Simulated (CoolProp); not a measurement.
Computed with CoolProp (reference Helmholtz-energy equation of state, Thol 2017).

**Question.** For decamethyltetrasiloxane (MD2M), give the phase and the Joule-Thomson coefficient (K/MPa) at 326.85 °C and 0.0305 MPa; 326.85 °C and 0.418 MPa.

**Answer.** 
- 326.85 °C and 0.0305 MPa: gas; Joule-Thomson coefficient 8.33
- 326.85 °C and 0.418 MPa: gas; Joule-Thomson coefficient 10.7
